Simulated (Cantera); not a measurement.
Feed: 1 mol FeCl3, 1.2 mol HCl, 210 mol N2, at 2100 K and 0.133 bar.

These are equilibrium values from Cantera (NASA tables, ideal gas, pure condensed phases), not measurements of a reactor. Candidate condensed phases: Fe, FeCl2, FeCl3, NH4Cl; 18 gas species. The numbers say what is thermodynamically allowed, not how fast it happens.

Base state: N2 0.985, HCl 0.00547, Cl 0.00493, FeCl2 0.00464, H 5.94e-5, H2 4.85e-5, Fe 4.56e-5 (mole fractions); condensed: gas only.

Question: What changes in the equilibrium state with this change: temperature from 2100 K to 1275 K?

Answer: 
```json
[
 {"species": "N2", "before": "0.985", "after": "0.987"},
 {"species": "HCl", "before": "0.00547", "after": "0.00564"},
 {"species": "FeCl2", "before": "0.00464", "after": "0.00385"},
 {"species": "Cl", "before": "0.00493", "after": "0.00102"},
 {"species": "Cl2", "before": "2.88e-6", "after": "0.00142"},
 {"species": "H", "before": "5.94e-5", "after": "<1e-9"},
 {"species": "H2", "before": "4.85e-5", "after": "<1e-9"}
]
```
